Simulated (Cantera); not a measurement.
What does this Cantera script print?

```python
import numpy as np
import cantera as ct

gas_names = """
    O3 N
""".split()
cond_names = """
    VN(s) V2O4(I) V2O4(II) V2O4(L)
""".split()


# ... load() reads the species with a 1 bar reference pressure and builds the phases ...
species = {s.name: s for s in load("nasa_gas.yaml", gas_names) + load("nasa_condensed.yaml", cond_names)}
# Each term lists the table entries of one substance; the one whose range holds T is used.
reactions = {
    '4 O3(g) + 6 VN = 3 V2O4 + 6 N(g)':
        [(-4, ['O3']), (-6, ['VN(s)']), (3, ['V2O4(I)', 'V2O4(II)', 'V2O4(L)']), (6, ['N'])],
}


def pick(names, T):
    return next(species[n] for n in names if species[n].thermo.min_temp <= T <= species[n].thermo.max_temp)


results = []
for label, terms in reactions.items():
    print(label)
    print("     T/K   dH/kJ  dS/(J/K)   dG/kJ   log10 K")
    for T in [300, 1473, 1573, 1673, 1773, 1873]:
        used = [(nu, pick(names, T)) for nu, names in terms]
        dH = sum(nu * s.thermo.h(T) for nu, s in used) / 1e6
        dS = sum(nu * s.thermo.s(T) for nu, s in used) / 1e3
        dG = dH - T * dS / 1e3
        logK = -dG * 1e6 / (ct.gas_constant * T * np.log(10))
        results.append((label, T, dH, dS, dG, logK, [s.name for _, s in used]))
        print(f"{T:8g} {dH:8.1f} {dS:8.1f} {dG:8.1f} {logK:8.2f}")
```

It prints:

```
4 O3(g) + 6 VN = 3 V2O4 + 6 N(g)
     T/K   dH/kJ  dS/(J/K)   dG/kJ   log10 K
     300   -709.6     51.2   -725.0   126.23
    1473   -600.2    251.5   -970.7    34.42
    1573   -595.4    254.7   -996.0    33.07
    1673   -591.3    257.2  -1021.6    31.90
    1773   -587.9    259.2  -1047.5    30.86
    1873   -243.3    448.8  -1083.9    30.23
```

Cantera with NASA thermochemical tables; ideal gases at 1 bar, condensed phases pure. VN: taken at fixed stoichiometry. Condensed species are held in their standard states even where they would react or evaporate.
